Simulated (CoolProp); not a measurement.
Vapour-liquid equilibrium of R125 (1) + R143a (2) at 1060 kPa; x and y are mole fractions of (1).

Values from CoolProp's multi-fluid Helmholtz-energy mixture model, Lemmon 2005 and Lemmon and Jacobsen 2000; pair parameters Lemmon 2004.

```
x     bubble temperature, mixture model (K)  bubble temperature, Raoult's law (K)  y, mixture model  y, Raoult's law
----  -------------------------------------  ------------------------------------  ----------------  ---------------
0.05                                  291.6                                 291.4                 ?            0.054
0.2                                   291.5                                 291.0                 ?            0.214
0.35                                      ?                                 290.5             0.360            0.370
0.5                                   290.8                                 290.0                 ?            0.521
0.65                                      ?                                 289.6             0.668            0.669
0.8                                   289.6                                 289.1                 ?            0.813
0.95                                  288.8                                 288.7             0.956            0.954
```

### Question
Complete the blanks.

### Answer

- 0.05, y, mixture model: 0.050
- 0.2, y, mixture model: 0.204
- 0.35, bubble temperature, mixture model (K): 291.2
- 0.5, y, mixture model: 0.515
- 0.65, bubble temperature, mixture model (K): 290.3
- 0.8, y, mixture model: 0.816

The largest gap from Raoult's law is +0.8 K in bubble temperature, at x = 0.5. No azeotrope shows between x = 0.05 and 0.95.

Pair parameters are fitted to limited data, so mixtures are less certain than the pure fluids.
